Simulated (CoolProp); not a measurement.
Computed with CoolProp (reference Helmholtz-energy equation of state, Thol 2014).

### Question
Give the vapour pressure (kPa), liquid density (kg/m³), enthalpy of vaporisation (kJ/kg), liquid cp (kJ/(kg K)) of saturated diethyl ether at 123.05, 127.75, 137.15 °C.

### Answer
```tsv
T (°C)	p (kPa)	liquid density (kg/m³)	enthalpy of vaporisation (kJ/kg)	liquid cp (kJ/(kg K))
123.05	1070	572	260	2.82
127.75	1180	563	253	2.86
137.15	1410	545	238	2.96
```
